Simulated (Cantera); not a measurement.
Input: 1 mol HgO, 54 mol H2, held at 1525 K and 1 atm.

These are equilibrium values from Cantera (NASA tables, ideal gas, pure condensed phases), not measurements of a reactor. Candidate condensed phases: H2O, Hg, HgO; 10 gas species. The numbers say what is thermodynamically allowed, not how fast it happens.

Base state: H2 0.964, H2O 0.0182, Hg 0.0182, H 2.31e-5 (mole fractions); condensed: gas only.

Q: What changes in the equilibrium state with this change: H2 from 54 to 0.21 mol?

A: 
```json
[
 {"species": "Hg", "before": "0.0182", "after": "0.623"},
 {"species": "O2", "before": "<1e-9", "after": "0.246"},
 {"species": "H2O", "before": "0.0182", "after": "0.131"},
 {"species": "H2", "before": "0.964", "after": "6.88e-7"},
 {"species": "OH", "before": "1.35e-8", "after": "0.000115"},
 {"species": "H", "before": "2.31e-5", "after": "1.95e-8"}
]
```
